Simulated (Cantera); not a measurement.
Input: 1 mol S, 0.7 mol H2, held at 2827 °C and 101000 Pa.

Method: chemical equilibrium by Gibbs-energy minimisation in Cantera with the NASA 1993 tables (ideal gas, pure condensed phases). Candidate condensed phases: S; 7 gas species. Rates play no part.

Base state: H2 0.375, S2 0.224, S 0.158, H 0.129, SH 0.0989, H2S 0.0153 (mole fractions); condensed: gas only.

Problem. What changes in the equilibrium state with this change: temperature from 2827 °C to 2677 °C?

Solution. 
```json
[
 {"species": "H2", "before": "0.375", "after": "0.417"},
 {"species": "S2", "before": "0.224", "after": "0.264"},
 {"species": "S", "before": "0.158", "after": "0.111"},
 {"species": "H", "before": "0.129", "after": "0.0867"},
 {"species": "H2S", "before": "0.0153", "after": "0.0222"},
 {"species": "SH", "before": "0.0989", "after": "0.0983"}
]
```
